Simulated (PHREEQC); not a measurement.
HF is added in steps, without added water, to 1 kg of water holding 3.2 mmol/kgw KOH, 0.73 mmol/kgw Fe(NO3)3 and 0.0041 mmol/kgw CO2, at 25 °C. Oxygen alone is held at its pressure in air (log pO2 = -0.68). The system is closed to CO2. Solids allowed: Fe(OH)3(a). Others were left out.

Base run: PHREEQC, ion-association model, wateq4f.dat. Each further column changes one thing. The table gives pH.

```csv
HF added (mol),base,0.0037 mol/kgw HBr added,KOH from 0.0032 to 0.00064 mol/kgw,0.00028 mol/kgw HCl added,no solid may form
0,10.97,2.95,3.17,10.83,10.45
0.00048,10.69,2.92,3.30,10.36,9.36
0.00108,4.98,2.84,3.29,4.61,7.68
0.00156,4.65,2.76,3.11,4.51,6.50
0.00216,4.56,2.70,2.96,4.46,5.81
0.00264,4.53,2.66,2.89,4.44,5.49
0.00324,4.50,2.63,2.83,3.92,4.66
0.00372,3.77,2.61,2.79,3.56,3.77
0.00432,3.47,2.59,2.75,3.35,3.47
0.0048,3.34,2.57,2.72,3.24,3.34
```

Fluoro complexes past AlF4- and FeF3 are missing from the database. In at least one series the solution becomes supersaturated in solids that the run did not let form, among them Fe(OH)3(a).
